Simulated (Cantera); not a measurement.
## SiH₂Cl₂ + HCl + H₂ (silicon epitaxy and polysilicon growth)

Feed: 1 mol SiH₂Cl₂, 0.25 mol HCl, 160 mol H₂, equilibrated at 45.8 Torr.

Method: chemical equilibrium by Gibbs-energy minimisation in Cantera with the NASA 1993 tables (ideal gas, pure condensed phases). Candidate condensed phases: Si; 19 gas species. The tables' values for SiCl₃ are old estimates; treat these amounts as uncertain. The numbers say what is thermodynamically allowed, not how fast it happens.

From 923 K to 1473 K the condensed part is Si(s). The main Si-bearing gas is SiCl₄ at 923 K and SiCl₂ at 1473 K.

| T (K) | x H₂ | x HCl | x SiCl₄ | x SiHCl₃ | x SiCl₂ | x SiH₂Cl₂ | x SiCl₃ | n Si(s) |
|---|---|---|---|---|---|---|---|---|
| 923 | 0.993 | 0.00413 | 0.00143 | 0.00123 | 2.47e-5 | 0.000103 | 2.97e-5 | 0.543 |
| 973 | 0.992 | 0.00618 | 0.00108 | 0.000977 | 6.19e-5 | 9.20e-5 | 4.84e-5 | 0.633 |
| 1023 | 0.990 | 0.00845 | 0.000693 | 0.000686 | 0.000128 | 7.53e-5 | 6.49e-5 | 0.733 |
| 1073 | 0.988 | 0.0105 | 0.000353 | 0.000407 | 0.000217 | 5.49e-5 | 6.92e-5 | 0.821 |
| 1123 | 0.987 | 0.0118 | 0.000142 | 0.000202 | 0.000300 | 3.54e-5 | 5.85e-5 | 0.880 |
| 1173 | 0.987 | 0.0125 | 4.90e-5 | 9.02e-5 | 0.000361 | 2.12e-5 | 4.24e-5 | 0.908 |
| 1223 | 0.987 | 0.0128 | 1.65e-5 | 3.93e-5 | 0.000402 | 1.25e-5 | 2.88e-5 | 0.919 |
| 1273 | 0.987 | 0.0129 | 5.76e-6 | 1.77e-5 | 0.000433 | 7.50e-6 | 1.95e-5 | 0.921 |
| 1323 | 0.987 | 0.0129 | 2.14e-6 | 8.32e-6 | 0.000459 | 4.63e-6 | 1.34e-5 | 0.921 |
| 1373 | 0.987 | 0.0129 | 8.48e-7 | 4.12e-6 | 0.000482 | 2.96e-6 | 9.40e-6 | 0.919 |
| 1423 | 0.987 | 0.0128 | 3.58e-7 | 2.14e-6 | 0.000503 | 1.94e-6 | 6.74e-6 | 0.916 |
| 1473 | 0.987 | 0.0128 | 1.60e-7 | 1.16e-6 | 0.000522 | 1.31e-6 | 4.94e-6 | 0.914 |
x: gas mole fraction; n: condensed amount in mol.
